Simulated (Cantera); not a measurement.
## Thermodynamics of oxide etching and cleaning by halides, feed B₂O₃ + NF₃ + O₂

Charge: 1 mol B₂O₃, 1.9 mol NF₃, 1.2 mol O₂, at 477 °C and 3.70e-5 bar.

Equilibrium computed with Cantera from the NASA thermochemical tables; the gas is ideal and each condensed phase is pure. Candidate condensed phases: B, BN, B₂O₃; 31 gas species. Equilibrium is a limit: real reactors are often held back by kinetics, nucleation or transport.

```json
{
  "x(O₂)": "0.479",
  "x(BF₃)": "0.338",
  "x(N₂)": "0.174",
  "x(B₃O₃F₃)": "0.00913",
  "x(BOF)": "1.17e-5",
  "gas_amount": "5.475 mol",
  "log10 activity of B(s) (absent)": "-34.01"
}
```
